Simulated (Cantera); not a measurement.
Moist CO burnout

An isothermal, constant-pressure homogeneous reactor starts with CO : O2 : H2O : N2 = 0.02 : 0.065 : 0.053 : 1 (molar parts), equivalence ratio 0.15, at 1150 K and 3.55 atm.

Computed with Cantera and GRI-Mech 3.0 (53 species, 325 reactions).

```tsv
t (s)	x CO	x O2	x H2O	x NO2	x H	x O	x H2
9.00e-6	0.0176	0.0571	0.0466	<1e-12	1.51e-11	6.48e-10	<1e-12
2.20e-5	0.0176	0.0571	0.0466	<1e-12	6.72e-11	1.50e-9	1.20e-11
5.38e-5	0.0176	0.0571	0.0466	<1e-12	2.29e-10	3.53e-9	1.11e-10
0.000131	0.0176	0.0571	0.0466	<1e-12	7.47e-10	9.30e-9	8.91e-10
0.000321	0.0176	0.0571	0.0466	<1e-12	3.89e-9	4.08e-8	8.98e-9
0.000785	0.0176	0.0571	0.0466	<1e-12	9.88e-8	9.12e-7	3.49e-7
0.00192	0.0169	0.0568	0.0465	1.39e-11	8.50e-7	5.76e-6	2.56e-5
0.00469	0.0147	0.0558	0.0465	1.05e-10	7.82e-7	5.24e-6	6.93e-5
0.0115	0.0107	0.0538	0.0466	4.08e-10	5.50e-7	3.86e-6	6.85e-5
0.0280	0.00553	0.0514	0.0468	1.30e-9	2.40e-7	1.93e-6	3.56e-5
0.0685	0.00186	0.0496	0.0469	2.99e-9	5.25e-8	5.20e-7	1.09e-5
0.167	0.000464	0.0490	0.0470	4.46e-9	6.76e-9	7.94e-8	2.53e-6
0.409	9.30e-5	0.0488	0.0470	4.74e-9	7.74e-10	1.02e-8	5.25e-7
1.00	8.78e-6	0.0488	0.0470	2.75e-9	6.01e-11	1.24e-9	5.38e-8
```
x: mole fraction; the columns are a selection and need not sum to one.

Equilibrium at this temperature and pressure: CO 2.18e-10, O2 0.0487, H2O 0.0470, NO2 1.33e-6, H <1e-12, O 9.73e-10, H2 4.85e-10 (gas phase only).
